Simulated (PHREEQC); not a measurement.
## Arsenic or selenium liquor

Dissolve 0.004 mol/kgw H2SeO4, 0.00033 mol/kgw NH3 and 0.0021 mol/kgw FeCl3 at 50 °C. Closed to the air; pH follows from the charge balance.

Equilibrium calculation in PHREEQC: ion-association model, wateq4f.dat.

This is a speciation only: nothing precipitates in the calculation.

### Question
Predict the pH, ionic strength.

### Answer
pH 2.15; ionic strength 0.0193 mol/kgw.

### Question
In which forms is Cl present?

### Answer
Cl- 98 %, FeCl+2 1.8 % of the Cl.

Saturation is exceeded, for instance for Hematite (slow to form), Goethite (slow to form); the values hold only as long as no solid forms. Constants without temperature data keep their 25 °C values here.
